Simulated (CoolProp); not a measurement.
Vapour-liquid equilibrium of R22 (1) + R113 (2) at 0.568 MPa; x and y are mole fractions of (1).

Computed with CoolProp (multi-fluid Helmholtz-energy mixture model, Kamei 1995 and Marx 1992; pair parameters Bell 2016).

```csv
x,"bubble temperature, mixture model (K)","bubble temperature, Raoult's law (K)","y, mixture model","y, Raoult's law"
0.05,368.3,364.8,0.315,0.403
0.125,347.0,344.5,0.616,0.678
0.2,330.7,330.4,0.773,0.805
0.275,318.6,320.0,0.856,0.874
0.35,309.6,311.8,0.903,0.915
0.425,302.8,305.2,0.930,0.941
0.5,297.6,299.7,0.949,0.958
0.575,293.3,295.0,0.961,0.970
0.65,289.8,291.0,0.971,0.979
0.725,286.8,287.4,0.978,0.986
0.8,284.1,284.2,0.985,0.991
0.875,281.5,281.4,0.990,0.995
0.95,278.9,278.8,0.996,0.998
```

The largest gap from Raoult's law is +3.5 K in bubble temperature, at x = 0.05. No azeotrope shows between x = 0.05 and 0.95.

Pair parameters are fitted to limited data, so mixtures are less certain than the pure fluids. The gap from Raoult's law changes sign with composition, which may be real or a fault of the pair parameters; it wasn't checked against measurements.
